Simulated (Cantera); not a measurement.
An adiabatic, constant-volume homogeneous reactor starts with H2 : O2 : N2 = 1 : 0.962 : 3.62 (molar parts), at 1250 K and 9.87 atm. Integrator tolerance rtol = 1e-08.

Cantera simulation using the H2/O2 subset of GRI-Mech 3.0, which has no nitrogen chemistry; the numbers are that mechanism's predictions, not measurements. The hydrogen kinetics of GRI-Mech 3.0 are dated; newer H2 mechanisms differ, most at raised pressure.

Task: How do the results move with these cheaper or finer settings: full GRI-Mech 3.0 in place of its H2/O2 subset?

Result: 
| setting | time of steepest temperature rise | temperature at 6.00 s | equilibrium temperature | x(H2) at 6.00 s | integrator steps |
|---|---|---|---|---|---|
| as above | 11.0 µs | 2704 K | 2704 K | 0.00212 | 1073 |
| full GRI-Mech 3.0 in place of its H2/O2 subset | 11.0 µs | 2668 K | 2668 K | 0.00194 | 1195 |
